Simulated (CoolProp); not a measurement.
Vapour-liquid equilibrium of benzene (1) + n-decane (2) at 412 K; x and y are mole fractions of (1).

Model: multi-fluid Helmholtz-energy mixture model, Thol 2012 and Lemmon 2006; pair parameters Bell 2016, in CoolProp.

```
x     bubble pressure, mixture model (kPa)  bubble pressure, Raoult's law (kPa)  y, mixture model  y, Raoult's law
----  ------------------------------------  -----------------------------------  ----------------  ---------------
0.05                                 57.90                                58.75             0.374            0.392
0.15                                 100.6                                101.1             0.670            0.684
0.25                                 144.1                                143.4             0.792            0.803
0.35                                 187.1                                185.8             0.857            0.868
0.45                                 229.2                                228.1             0.898            0.909
0.55                                 270.2                                270.4             0.926            0.937
0.65                                 310.9                                312.8             0.948            0.958
0.75                                 352.0                                355.1             0.965            0.974
0.85                                 394.2                                397.4             0.981            0.986
0.95                                 438.2                                439.8             0.994            0.996
```

The largest gap from Raoult's law is -1.4 % in bubble pressure, at x = 0.05. No azeotrope shows between x = 0.05 and 0.95.

The pair parameters rest on a limited set of measurements; away from them the model extrapolates. The gap from Raoult's law changes sign with composition, which may be real or a fault of the pair parameters; it wasn't checked against measurements.
